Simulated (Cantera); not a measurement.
# Stirred combustor or abatement burner

A perfectly stirred reactor is fed with 3.16 % C₂H₄, 19.4 % O₂, 72.7 % N₂, 4.74 % CO₂, equivalence ratio 0.49, at 1.01 bar; it is adiabatic with a 750 K inlet, and is followed from long to short residence time, starting on the burning branch (τ in s: 0.044, 0.016, 0.006, 0.0022, 0.00084, 0.00031, 0.00012, 4.3e-05, 1.6e-05).

Computed with Cantera and GRI-Mech 3.0 (53 species, 325 reactions). GRI-Mech 3.0 was tuned for natural gas; its chemistry of ethylene as a main component is partial and can be far from experiment.

```tsv
τ (s)	T (K)	x C₂H₄	x O₂	x CO₂	x CH₃	x O
0.044	1850	5.73e-6	0.0986	0.109	4.17e-7	0.000467
0.016	1837	1.02e-5	0.0988	0.108	8.55e-7	0.000855
0.0060	1815	1.78e-5	0.0992	0.106	1.66e-6	0.00150
0.0022	1780	3.24e-5	0.0999	0.103	3.26e-6	0.00252
0.00084	1730	6.18e-5	0.101	0.0987	6.39e-6	0.00379
0.00031	1660	0.000138	0.104	0.0918	1.40e-5	0.00497
0.00012	1571	0.000388	0.110	0.0815	3.61e-5	0.00478
4.3e-5	750	0.0316	0.194	0.0474	<1e-12	<1e-12
1.6e-5	750	0.0316	0.194	0.0474	<1e-12	<1e-12
```
x: mole fraction; the columns are a selection and need not sum to one.
